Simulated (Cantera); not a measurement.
An adiabatic, constant-volume homogeneous reactor starts with 13.7 % CH4, 9.70 % CO, 16.1 % O2, 60.5 % N2, at 1798 K and 390000 Pa.

Model: GRI-Mech 3.0 (53 species, 325 reactions), integrated in Cantera. Above 3000 K some thermodynamic fits are extrapolated.

One state of this run: T (K) = 3046; P (bar) = 7.48; x CH4 = 4.70e-11; x CO = 0.178; x O2 = 0.000520; x CO2 = 0.0283; x C2H2 = <1e-12; x H2 = 0.103. x: mole fraction; the columns are a selection and need not sum to one.

Question: Which value of t (s) does it belong to?
(A) 7.29e-6
(B) 3.00
(C) 2.65e-5
(D) 2.00e-6

Answer: B, 3.00
